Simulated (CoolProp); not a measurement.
Ethanol along the isobar 28.8 bar: fugacity coefficient from the reference equation and from simpler models built on Tc = 241.6 °C, pc = 62.68 bar, ω = 0.644; each cubic takes its own stable root.

Model: reference Helmholtz-energy equation of state, Schroeder 2014, in CoolProp.

```csv
T (°C),phase,reference
207.55,gas,0.8080
221.45,gas,0.8340
235.45,gas,0.8557
249.35,gas,0.8737
263.25,gas,0.8890
277.15,gas,0.9021
291.15,gas,0.9133
305.05,gas,0.9230
318.95,gas,0.9313
332.95,gas,0.9386
346.85,gas,0.9449
```

Q: How far does each simpler model (Redlich-Kwong, Soave-Redlich-Kwong, Peng-Robinson) lie from the reference over these 11 states: mean and median of the absolute difference, and the worst?

A: 
- Redlich-Kwong: mean 2.6 %, median 3.1 %, worst -3.5 % at 332.95 °C and 28.8 bar
- Soave-Redlich-Kwong: mean 1.6 %, median 1.6 %, worst -2.0 % at 249.35 °C and 28.8 bar
- Peng-Robinson: mean 3.2 %, median 3.3 %, worst -3.6 % at 249.35 °C and 28.8 bar
